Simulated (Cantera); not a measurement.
Feed: 1 mol CH3Cl, 1.4 mol H2, held at 0.150 Torr.

Equilibrium computed with Cantera from the NASA thermochemical tables; the gas is ideal and each condensed phase is pure. Candidate condensed phases: C, C6H6, C7H8, C8H18; 91 gas species. Equilibrium is a limit: real reactors are often held back by kinetics, nucleation or transport.

Problem. At 1302 °C, list the 5 most abundant gas species with their mole fractions, and the condensed phases.

Solution. H2 0.704, HCl 0.293, H 0.00247, Cl 0.000815, C2H2 (acetylene) 1.49e-5. Condensed: C(graphite).
